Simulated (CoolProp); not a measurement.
Computed with CoolProp (reference Helmholtz-energy equation of state, Platzer 1990). This equation is an older, rougher fit; its heat capacities, sound speeds and derivatives of the liquid may be far off and weren't checked against measurements.

Q: For c-C4F8 (RC318), give the phase and the density (kg/m³), conductivity (mW/(m K)) at 312.2 K and 1930 kPa; 387.1 K and 1930 kPa; 412.1 K and 1930 kPa.

A: 
- 312.2 K and 1930 kPa: liquid; density 1450, conductivity 62.6
- 387.1 K and 1930 kPa: gas; density 172, conductivity 22.2
- 412.1 K and 1930 kPa: gas; density 144, conductivity 22.6

Thermal conductivity comes from a separate model (Huber 2003), an estimate that may be off by 10 % or more.
